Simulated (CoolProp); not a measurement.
Vapour pressure (MPa) of m-xylene: the reference equation beside estimates from Tc = 616.9 K, pc = 3.535 MPa, ω = 0.326. Clausius-Clapeyron is anchored at 459 K with a constant enthalpy of vaporisation of 32.85 kJ/mol.

Computed with CoolProp (reference Helmholtz-energy equation of state, Zhou 2012).

```tsv
T (K)	reference	Lee-Kesler	Clausius-Clapeyron	van der Waals	Soave-Redlich-Kwong
399.8	0.07174	0.07071	0.08589	0.4726	0.07088
414.6	0.1080	0.1072	0.1222	0.5738	0.1073
429.4	0.1573	0.1572	0.1697	0.6884	0.1571
444.2	0.2226	0.2236	0.2306	0.8171	0.2234
459	0.3072	0.3095	0.3072	0.9605	0.3095
473.8	0.4145	0.4184	0.4020	1.119	0.4191
488.6	0.5483	0.5538	0.5175	1.294	0.5559
503.4	0.7124	0.7194	0.6564	1.484	0.7240
518.2	0.9112	0.9193	0.8213	1.692	0.9277
533	1.149	1.158	1.015	1.917	1.171
547.8	1.432	1.440	1.240	2.159	1.459
562.6	1.764	1.772	1.499	2.419	1.796
```

Absolute difference from the reference over all 12 rows, mean and median: Lee-Kesler 0.8 and 0.8 %, Clausius-Clapeyron 9.2 and 8.9 %, van der Waals 205.2 and 153.0 %, Soave-Redlich-Kwong 1.2 and 1.3 %.
